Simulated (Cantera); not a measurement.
Mixture: CH₄ : C₂H₆ : O₂ : N₂ = 1 : 0.16 : 3.05 : 11.5 (molar parts), equivalence ratio 0.84, at 10.0 bar, adiabatic and at constant volume. Ignition delay is the time to a rise of 400 K.

Detailed kinetics in Cantera: GRI-Mech 3.0 (53 species, 325 reactions).

Question: Predict: delay at 1023 K; delay at 1123 K; delay at 1223 K; delay at 1323 K; delay at 1423 K; delay at 1523 K; apparent activation energy between 1323 and 1523 K.

Answer: 
* **delay at 1023 K**: 15.0 ms
* **delay at 1123 K**: 2.46 ms
* **delay at 1223 K**: 0.568 ms
* **delay at 1323 K**: 0.176 ms
* **delay at 1423 K**: 67.8 µs
* **delay at 1523 K**: 29.7 µs
* **apparent activation energy between 1323 and 1523 K**: 150 kJ/mol
